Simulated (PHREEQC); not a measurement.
A solution holds 0.19 mol/kgw HF, 0.00019 mol/kgw H2SiF6, 0.0059 mol/kgw H3PO4, 0.032 mol/kgw HNO3 and 0.33 mol/kgw AgNO3, at 25 °C. Closed to the air; pH follows from the charge balance.

Equilibrium calculation in PHREEQC: ion-association model, wateq4f.dat.

Problem. The ionic strength comes out as 0.346 mol/kgw. What activity coefficients do Ag+, SiF6-2, H+, F-, H2PO4- get?

Solution. Ag+ 0.73, SiF6-2 0.24, H+ 0.78, F- 0.66, H2PO4- 0.71.

This is a speciation only: nothing precipitates in the calculation. wateq4f.dat counts part of the HF as a dimer, H2F2, which phreeqc.dat doesn't know; its constant is uncertain. H3PO4, which wateq4f.dat lacks, is added to it with the constant of phreeqc.dat. SiF6-2 is the database's only silicon fluoride. The database has no phosphate complexes of Ag.
